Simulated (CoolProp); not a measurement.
Vapour-liquid equilibrium of hydrogen sulfide (1) + propane (2) at -41.55 °C; x and y are mole fractions of (1).

The numbers come from the multi-fluid Helmholtz-energy mixture model, Lemmon 2006 and Lemmon 2009; pair parameters Kunz 2012 in CoolProp.

Question: Give the bubble pressure and the first vapour's composition at x = 0.05, 0.2, 0.5. Is there an azeotrope?

Answer: x = 0.05: 0.1385 MPa, y = 0.276; x = 0.2: 0.2048 MPa, y = 0.561; x = 0.5: 0.2524 MPa, y = 0.705. y crosses x between x = 0.65 and 0.8: the model has an azeotrope there.

Pair parameters are fitted to limited data, so mixtures are less certain than the pure fluids. With so large a gap from Raoult's law the liquid may split in two, which this calculation doesn't test in full.
